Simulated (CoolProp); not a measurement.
100 sccm (0 °C, 1 atm) of nitrogen bubbles through liquid hexamethyldisiloxane (MM) at 337.9 K and leaves saturated at a total pressure of 0.15 MPa (ideal gas phase). Each further row changes one setting.

The numbers come from the reference Helmholtz-energy equation of state, Thol 2016 in CoolProp.

```json
[
 {"case": "as stated", "vapour pressure (kPa)": "31.3", "mole fraction of vapour": "0.209", "delivery (mg/min)": "191", "delivery (sccm)": "26.4", "change of delivery for a bath 1 K warmer (%)": "4.8"},
 {"case": "bath temperature 342.9 K", "vapour pressure (kPa)": "37.6", "mole fraction of vapour": "0.251", "delivery (mg/min)": "242", "delivery (sccm)": "33.4", "change of delivery for a bath 1 K warmer (%)": "4.9"},
 {"case": "total pressure 0.3 MPa", "vapour pressure (kPa)": "31.3", "mole fraction of vapour": "0.104", "delivery (mg/min)": "84.5", "delivery (sccm)": "11.7", "change of delivery for a bath 1 K warmer (%)": "4.2"}
]
```
